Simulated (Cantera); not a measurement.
**SO₂ + H₂O + N₂ (abatement and gas-phase synthesis)**

Charge: 1 mol SO₂, 1.7 mol H₂O, 16 mol N₂, held at 21.0 Torr.

Method: chemical equilibrium by Gibbs-energy minimisation in Cantera with the NASA 1993 tables (ideal gas, pure condensed phases). Candidate condensed phases: H₂O, H₂SO₄, S; 35 gas species. Equilibrium is a limit: real reactors are often held back by kinetics, nucleation or transport.

From 1550 K to 2000 K nothing is condensed.

```csv
T (K),log p N₂,log p H₂O,log p SO₂,log p H₂,log p O₂,log p OH,log p SO,log p NO
1550,-1.62,-2.60,-2.82,-5.24,-5.60,-5.95,-6.14,-6.03
1625,-1.62,-2.60,-2.83,-4.98,-5.34,-5.63,-5.80,-5.76
1700,-1.62,-2.60,-2.83,-4.75,-5.10,-5.34,-5.49,-5.51
1775,-1.62,-2.60,-2.83,-4.53,-4.88,-5.08,-5.21,-5.28
1850,-1.62,-2.60,-2.83,-4.34,-4.68,-4.84,-4.96,-5.07
1925,-1.62,-2.61,-2.83,-4.16,-4.49,-4.61,-4.72,-4.87
2000,-1.62,-2.62,-2.84,-4.00,-4.32,-4.41,-4.50,-4.70
```
log p: log10 of the partial pressure in bar; nothing condenses.
